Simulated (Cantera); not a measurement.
## Adiabatic ignition

An adiabatic, constant-volume homogeneous reactor starts with 12.1 % CH3OH, 18.5 % O2, 69.5 % N2, at 1600 K and 0.987 atm.

Model: GRI-Mech 3.0 (53 species, 325 reactions), integrated in Cantera. GRI-Mech 3.0 was tuned for natural gas; its chemistry of methanol as a main component is partial and can be far from experiment.

```json
[
 {"t (s)": "2.00e-6", "T (K)": "1600", "P (bar)": "1.00", "x CH3OH": "0.121", "x O2": "0.184", "x HCO": "2.80e-9", "x CH4": "1.61e-6", "x O": "9.62e-8", "x NO": "<1e-12", "x H2": "2.81e-5"},
 {"t (s)": "8.73e-6", "T (K)": "1600", "P (bar)": "1.00", "x CH3OH": "0.120", "x O2": "0.184", "x HCO": "2.83e-8", "x CH4": "2.31e-5", "x O": "1.25e-7", "x NO": "<1e-12", "x H2": "0.000157"},
 {"t (s)": "3.81e-5", "T (K)": "1608", "P (bar)": "1.01", "x CH3OH": "0.115", "x O2": "0.181", "x HCO": "1.37e-6", "x CH4": "0.000132", "x O": "4.22e-7", "x NO": "7.84e-12", "x H2": "0.00183"},
 {"t (s)": "0.000166", "T (K)": "2900", "P (bar)": "2.04", "x CH3OH": "<1e-12", "x O2": "0.0308", "x HCO": "1.15e-7", "x CH4": "<1e-12", "x O": "0.0104", "x NO": "0.00158", "x H2": "0.0229"},
 {"t (s)": "0.000725", "T (K)": "2899", "P (bar)": "2.04", "x CH3OH": "<1e-12", "x O2": "0.0272", "x HCO": "1.12e-7", "x CH4": "<1e-12", "x O": "0.00920", "x NO": "0.0107", "x H2": "0.0230"},
 {"t (s)": "0.00316", "T (K)": "2896", "P (bar)": "2.04", "x CH3OH": "<1e-12", "x O2": "0.0263", "x HCO": "1.12e-7", "x CH4": "<1e-12", "x O": "0.00894", "x NO": "0.0131", "x H2": "0.0232"},
 {"t (s)": "0.0138", "T (K)": "2896", "P (bar)": "2.04", "x CH3OH": "<1e-12", "x O2": "0.0263", "x HCO": "1.12e-7", "x CH4": "<1e-12", "x O": "0.00894", "x NO": "0.0131", "x H2": "0.0232"},
 {"t (s)": "0.0602", "T (K)": "2896", "P (bar)": "2.04", "x CH3OH": "<1e-12", "x O2": "0.0263", "x HCO": "1.12e-7", "x CH4": "<1e-12", "x O": "0.00894", "x NO": "0.0131", "x H2": "0.0232"},
 {"t (s)": "0.263", "T (K)": "2896", "P (bar)": "2.04", "x CH3OH": "<1e-12", "x O2": "0.0263", "x HCO": "1.12e-7", "x CH4": "<1e-12", "x O": "0.00894", "x NO": "0.0131", "x H2": "0.0232"},
 {"t (s)": "1.15", "T (K)": "2896", "P (bar)": "2.04", "x CH3OH": "<1e-12", "x O2": "0.0263", "x HCO": "1.12e-7", "x CH4": "<1e-12", "x O": "0.00894", "x NO": "0.0131", "x H2": "0.0232"},
 {"t (s)": "5.00", "T (K)": "2896", "P (bar)": "2.04", "x CH3OH": "<1e-12", "x O2": "0.0263", "x HCO": "1.12e-7", "x CH4": "<1e-12", "x O": "0.00894", "x NO": "0.0131", "x H2": "0.0232"}
]
```
x: mole fraction; the columns are a selection and need not sum to one.

```json
{
 "time_of_steepest_temperature_rise": "86.4 µs",
 "temperature at 5.00 s": "2896 K",
 "equilibrium_temperature": "2896 K",
 "x(CH3OH) at 5.00 s": "<1e-12 (gas-phase equilibrium <1e-12)",
 "x(O2) at 5.00 s": "0.0263 (gas-phase equilibrium 0.0263)",
 "x(HCO) at 5.00 s": "1.12e-7 (gas-phase equilibrium 1.12e-7)"
}
```
